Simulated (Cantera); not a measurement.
An adiabatic, constant-pressure homogeneous reactor starts with 48.0 % H₂, 10.9 % O₂, 41.1 % N₂, at 1775 K and 101000 Pa.

Computed with Cantera and GRI-Mech 3.0 (53 species, 325 reactions).

### Question
Predict: time of steepest temperature rise; temperature at 8.00 s; equilibrium temperature; x(H₂) at 8.00 s; x(O₂) at 8.00 s; x(NO₂) at 8.00 s; x(N₂O) at 8.00 s; x(OH) at 8.00 s; x(H₂O) at 8.00 s; x(NO) at 8.00 s.

### Answer
```
Quantity                                                              Result
---------------------------------  -----------------------------------------
time of steepest temperature rise                                    6.62 µs
temperature at 8.00 s                                                 2860 K
equilibrium temperature                                               2860 K
x(H₂) at 8.00 s                          0.268 (gas-phase equilibrium 0.268)
x(O₂) at 8.00 s                    0.000499 (gas-phase equilibrium 0.000499)
x(NO₂) at 8.00 s                     4.61e-8 (gas-phase equilibrium 4.61e-8)
x(N₂O) at 8.00 s                     6.23e-8 (gas-phase equilibrium 6.23e-8)
x(OH) at 8.00 s                        0.0126 (gas-phase equilibrium 0.0126)
x(H₂O) at 8.00 s                         0.220 (gas-phase equilibrium 0.220)
x(NO) at 8.00 s                      0.00147 (gas-phase equilibrium 0.00147)
```
